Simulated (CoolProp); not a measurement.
Values from CoolProp's reference Helmholtz-energy equation of state, Gao 2016.

Task: For sulfur dioxide, give the phase and the density (kg/m³), cp (kJ/(kg K)), cv (kJ/(kg K)), expansivity (1/kK) at 412.2 K and 4.87 bar; 412.2 K and 25.2 bar; 412.2 K and 131 bar.

Result: 
- 412.2 K and 4.87 bar: gas; density 9.34, cp 0.714, cv 0.567, expansivity 2.65
- 412.2 K and 25.2 bar: gas; density 55.1, cp 0.899, cv 0.629, expansivity 4.13
- 412.2 K and 131 bar: liquid; density 1010, cp 1.75, cv 0.791, expansivity 4.80
